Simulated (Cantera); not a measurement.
A closed system holds: 1 mol KCl, 42 mol H2, a varied amount of N2, equilibrated at 1900 K and 0.133 bar.

Equilibrium computed with Cantera from the NASA thermochemical tables; the gas is ideal and each condensed phase is pure. Candidate condensed phases: K, KCl, NH4Cl; 17 gas species. Equilibrium is a limit: real reactors are often held back by kinetics, nucleation or transport.

x: gas mole fraction; nothing condenses.

```json
[
 {"n(N2) (mol)": "2.1", "x H2": "0.926", "x N2": "0.0464", "x KCl": "0.0188", "x K": "0.00334", "x HCl": "0.00334", "x H": "0.00209"},
 {"n(N2) (mol)": "3.8", "x H2": "0.892", "x N2": "0.0810", "x KCl": "0.0180", "x K": "0.00325", "x HCl": "0.00325", "x H": "0.00205"},
 {"n(N2) (mol)": "6.9", "x H2": "0.837", "x N2": "…", "x KCl": "0.0169", "x K": "0.00309", "x HCl": "0.00309", "x H": "0.00199"},
 {"n(N2) (mol)": "12", "x H2": "0.759", "x N2": "0.218", "x KCl": "0.0153", "x K": "0.00287", "x HCl": "0.00287", "x H": "0.00189"},
 {"n(N2) (mol)": "22", "x H2": "0.643", "x N2": "0.338", "x KCl": "0.0128", "x K": "0.00252", "x HCl": "0.00252", "x H": "0.00174"},
 {"n(N2) (mol)": "40", "x H2": "0.503", "x N2": "0.481", "x KCl": "0.00993", "x K": "0.00209", "x HCl": "0.00209", "x H": "0.00154"},
 {"n(N2) (mol)": "72", "x H2": "…", "x N2": "…", "x KCl": "…", "x K": "…", "x HCl": "…", "x H": "…"},
 {"n(N2) (mol)": "130", "x H2": "0.241", "x N2": "0.751", "x KCl": "0.00459", "x K": "0.00118", "x HCl": "0.00118", "x H": "0.00107"},
 {"n(N2) (mol)": "230", "x H2": "0.153", "x N2": "0.842", "x KCl": "0.00283", "x K": "0.000829", "x HCl": "0.000826", "x H": "0.000850"}
]
```

### Question
Complete the blanks.

### Answer

- 6.9, x N2: 0.138
- 72, x H2: 0.363
- 72, x N2: 0.625
- 72, x KCl: 0.00706
- 72, x K: 0.00162
- 72, x HCl: 0.00162
- 72, x H: 0.00131
